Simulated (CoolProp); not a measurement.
Methanol at 293.15 K and 5.11 MPa is throttled through a valve to 3.48 MPa with no heat exchange. Each further row changes one setting.

The numbers come from the reference Helmholtz-energy equation of state, de Reuck 1993 in CoolProp.

| case | temperature change (K) | final density (kg/m³) |
|---|---|---|
| as stated | +0.5 | 794 |
| outlet pressure 1.04 MPa | +1.3 | 791 |
| outlet pressure 4.52 MPa | +0.2 | 795 |
